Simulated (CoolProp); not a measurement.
R142b at 298.15 K and 2.7 MPa flows at 2.9 m/s in a round tube of 12.7 mm bore and 0.25 µm roughness, fully developed (64/Re and Nu = 3.66 if laminar; Colebrook and Gnielinski if turbulent). Each further row changes one setting.

The numbers come from the reference Helmholtz-energy equation of state, Lemmon 2006 in CoolProp. It is a short technical equation, of lower accuracy than the large ones.

```json
[
 {"case": "as stated", "Reynolds number": "173000", "Darcy friction factor": "0.0162", "pressure drop (Pa/m)": "6020", "heat-transfer coefficient (W/(m² K))": "4720", "mass flow (kg/h)": "1480"},
 {"case": "velocity 5.8 m/s", "Reynolds number": "347000", "Darcy friction factor": "0.0143", "pressure drop (Pa/m)": "21200", "heat-transfer coefficient (W/(m² K))": "8580", "mass flow (kg/h)": "2960"},
 {"case": "diameter 25.4 mm", "Reynolds number": "347000", "Darcy friction factor": "0.0142", "pressure drop (Pa/m)": "2630", "heat-transfer coefficient (W/(m² K))": "4260", "mass flow (kg/h)": "5920"}
]
```

Viscosity comes from a separate model (Huber 2003), an estimate that may be off by 10 % or more. Thermal conductivity comes from a separate model (Huber 2003), an estimate that may be off by 10 % or more.
